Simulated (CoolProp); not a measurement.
Vapour-liquid equilibrium of cyclohexane (1) + m-xylene (2) at 0.205 bar; x and y are mole fractions of (1).

The numbers come from the multi-fluid Helmholtz-energy mixture model, Zhou 2014 and Zhou 2012; pair parameters Bell 2016 in CoolProp.

**Question.** Give the bubble temperature and the first vapour's composition at x = 0.05, 0.45, 0.85. Is there an azeotrope?

**Answer.** x = 0.05: 79.6 °C, y = 0.306; x = 0.45: 49.3 °C, y = 0.883; x = 0.85: 38.6 °C, y = 0.976. No azeotrope shows between x = 0.05 and 0.95.

The pair parameters rest on a limited set of measurements; away from them the model extrapolates.
